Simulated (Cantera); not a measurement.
What does this Cantera script print?

```python
import numpy as np
import cantera as ct

gas_names = """
    Fe FeO N NO NO2 NO3 N2 N2O O O2 O3 S SN SO SO2 SO3 S2 S2O S8
""".split()
cond_names = """
    Fe(a) Fe(c) Fe(d) Fe(L) FeO(s) FeO(L) FeS(a) FeS(b) FeS(c) FeS(L) FeSO4(s) FeS2(s) Fe2O3(s)
    Fe2S3O12(s) Fe3O4(s) S(cr1) S(cr2) S(L)
""".split()


# ... load() reads the species with a 1 bar reference pressure and builds the phases ...
atoms = {
    'Fe2O3': {'Fe': 2, 'O': 3},
    'SO2': {'S': 1, 'O': 2},
    'N2': {'N': 2},
}
top_T = {'FeSO4(s)': 950, 'FeS2(s)': 1010, 'Fe2O3(s)': 1830, 'Fe2S3O12(s)': 1100, 'Fe3O4(s)': 1870}  # K; cautious upper limits of use, not melting points


# ... equilibrate(T, P, feed) seeds the gas with the atoms and calls Mixture.equilibrate('TP', solver="vcs", rtol=1e-11, max_steps=5000) ...
results = []
feed = {'Fe2O3': 1, 'SO2': 0.71, 'N2': 1.7}  # mol
T = 1673  # K
P = 40000  # Pa
mix = equilibrate(T, P, feed)
results.append((T, P, feed, dict(zip(mix.species_names, mix.species_moles))))
print(gas.report(threshold=1e-06))
for i in range(1, mix.n_phases):
    print(f"{mix.phase(i).name:16s} {mix.phase_moles(i):12.5e} mol")
```

Output:

```
       temperature   1673 K
          pressure   40000 Pa
           density   0.1099 kg/m^3
  mean mol. weight   38.217 kg/kmol
   phase of matter   gas

                          1 kg             1 kmol
                     ---------------   ---------------
          enthalpy       -7.7166e+05       -2.9491e+07  J
   internal energy       -1.1356e+06       -4.3401e+07  J
           entropy            7476.3        2.8572e+05  J/K
    Gibbs function       -1.3279e+07       -5.0751e+08  J
 heat capacity c_p            1086.8             41537  J/K
 heat capacity c_v            869.29             33222  J/K

                      mass frac. Y      mole frac. X     chem. pot. / RT
                     ---------------   ---------------   ---------------
                NO         0.0010333         0.0013161           -29.751
               NO2        1.8522e-06        1.5387e-06           -45.659
                N2           0.48331           0.65935           -27.687
                 O        5.5823e-06        1.3335e-05           -15.908
                O2           0.05331          0.063671           -31.815
                SO        9.2911e-06        7.3885e-06            -42.69
               SO2           0.46077            0.2749           -58.598
               SO3         0.0015604        0.00074492           -74.505
     [  +11 minor]        6.5175e-08        5.2127e-08

Fe(d)             0.00000e+00 mol
FeO(L)            0.00000e+00 mol
FeS(L)            0.00000e+00 mol
Fe2O3(s)          0.00000e+00 mol
Fe3O4(s)          6.66667e-01 mol
S(L)              0.00000e+00 mol
```

These are equilibrium values from Cantera (NASA tables, ideal gas, pure condensed phases), not measurements of a reactor.
